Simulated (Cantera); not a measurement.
Cantera run, input and output.

```python
import numpy as np
import cantera as ct

gas = ct.Solution("gri30.yaml")


def delay(T, t_max=10):
    gas.TPX = T, 1600000, {'CH4': 1, 'O2': 2.2, 'N2': 12.5, 'H2O': 2.1}
    reactor = ct.IdealGasReactor(gas, clone=False)
    net = ct.ReactorNet([reactor])
    net.rtol, net.atol = 1e-8, 1e-16
    while net.time < t_max:
        t_old, T_old = net.time, reactor.T
        net.step()
        if reactor.T > T + 400:  # ignition: a rise of 400 K
            return t_old + (T + 400 - T_old) / (reactor.T - T_old) * (net.time - t_old)
    return np.nan


taus = []
for T in [1098, 1198, 1298, 1398, 1498, 1598, 1698, 1798]:
    taus.append(delay(T))
    print(f"T0 = {T:6g} K   tau = {taus[-1]:.4e} s")
```

Output:

```
T0 =   1098 K   tau = 1.4438e-02 s
T0 =   1198 K   tau = 3.9485e-03 s
T0 =   1298 K   tau = 1.3252e-03 s
T0 =   1398 K   tau = 4.9902e-04 s
T0 =   1498 K   tau = 1.9801e-04 s
T0 =   1598 K   tau = 8.0617e-05 s
T0 =   1698 K   tau = 3.4067e-05 s
T0 =   1798 K   tau = 1.5367e-05 s
```

Detailed kinetics in Cantera: GRI-Mech 3.0 (53 species, 325 reactions). The pressure lies above the range GRI-Mech 3.0 was tuned for (to about 10 atm).
